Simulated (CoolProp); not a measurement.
Vapour-liquid equilibrium of diethyl ether (1) + benzene (2) at 379.3 K; x and y are mole fractions of (1).

The numbers come from the multi-fluid Helmholtz-energy mixture model, Thol 2014 and Thol 2012; pair parameters Bell 2016 in CoolProp.

```tsv
x	bubble pressure (kPa)	y at the bubble point	dew pressure at overall composition x (kPa)	liquid density (mol/L)
0.05	(withheld)	0.145	220.3	9.940
0.2	313.7	0.440	(withheld)	9.668
0.35	390.7	0.624	285.9	9.393
0.5	469.2	0.751	(withheld)	9.112
0.65	550.0	0.846	404.8	8.823
0.8	633.7	0.921	507.8	8.521
0.95	721.1	0.982	673.3	8.202
```

**Question.** Fill in the missing entries.

**Answer.** 
- 0.05, bubble pressure (kPa): 237.5
- 0.2, dew pressure at overall composition x (kPa): 248.9
- 0.5, dew pressure at overall composition x (kPa): 335.4

No azeotrope shows between x = 0.05 and 0.95.

Pair parameters are fitted to limited data, so mixtures are less certain than the pure fluids.
